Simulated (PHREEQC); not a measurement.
A made-up water analysis in mmol/kgw, 25 °C, pH 2.27, pe 12.4: Na 76.6; K 0.0127; Ca 6.13; Mg 3.23; Cl 15.1; S(6) 49.2; Zn 0.462; Si 0.292; Ni 1.86; Cu(2) 1.01; Fe(3) 4.55.

Valence states are taken as typed.

The numbers come from PHREEQC with the ion-association model, wateq4f.dat.

Each row changes one thing in this solution. This is a speciation only: nothing precipitates in the calculation.

```tsv
case	ionic strength (mol/kgw)	SO4-2 (mol/kgw)	HSO4- (mol/kgw)	FeSO4+ (mol/kgw)	Mg+2 (mol/kgw)	MgSO4 (mol/kgw)	SI of Chalcedony (SiO2)	SI of Jarosite-K (KFe3(SO4)2(OH)6)
as made	0.127	0.0284	0.00671	0.00344	0.00174	0.00149	+0.03	-0.07
Fe(3) from 4.55 to 9.1 mmol/kgw	0.124	[?]	0.00596	0.00694	0.00183	0.00140	+0.03	[?]
temperature from 25 to 55 °C at the same typed pH	0.120	0.0239	0.0113	[?]	0.00138	[?]	[?]	+1.26
```

Problem. Some entries are withheld; supply them.

Solution. 
- Fe(3) from 4.55 to 9.1 mmol/kgw, SO4-2 (mol/kgw): 0.0251
- Fe(3) from 4.55 to 9.1 mmol/kgw, SI of Jarosite-K (KFe3(SO4)2(OH)6): +0.90
- temperature from 25 to 55 °C at the same typed pH, FeSO4+ (mol/kgw): 0.00332
- temperature from 25 to 55 °C at the same typed pH, MgSO4 (mol/kgw): 0.00185
- temperature from 25 to 55 °C at the same typed pH, SI of Chalcedony (SiO2): -0.29

Some of these states are supersaturated (in Hematite (slow to form), Goethite (slow to form), Jarosite-K, for instance). At this temperature some constants are extrapolated from 25 °C, and those without enthalpy data are left unchanged.
